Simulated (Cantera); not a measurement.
Input: 1 mol V, 0.66 mol N2, equilibrated at 1 atm.

Cantera equilibrium calculation (NASA polynomials, part measured and part estimated; ideal gas, pure solids and liquids). Candidate condensed phases: V, VN; 4 gas species. VN: taken at fixed stoichiometry. Condensed phases not in the tables: V2N. Kinetics and transport are ignored. All values below are at 1002 °C.

Base state: N2 1.00 (mole fractions); condensed: VN(s).

### Question
What changes in the equilibrium state with this change: 0.0022 mol H2O added?

### Answer
```
species       before     after
------------  ------  --------
N2              1.00     0.986
H2                 0    0.0134
H2O                0  0.000132
VN(s), mol      1.00     0.999
V2O3(s), mol       0  0.000726
```
Mutual solubility and eutectic melting of coexisting phases are not modelled. Condensed phases not in the tables: the oxides between V2O3 and V2O5 other than VO2, V2N. Further candidate phases: H2O, VO, V2O3, V2O4, V2O5.
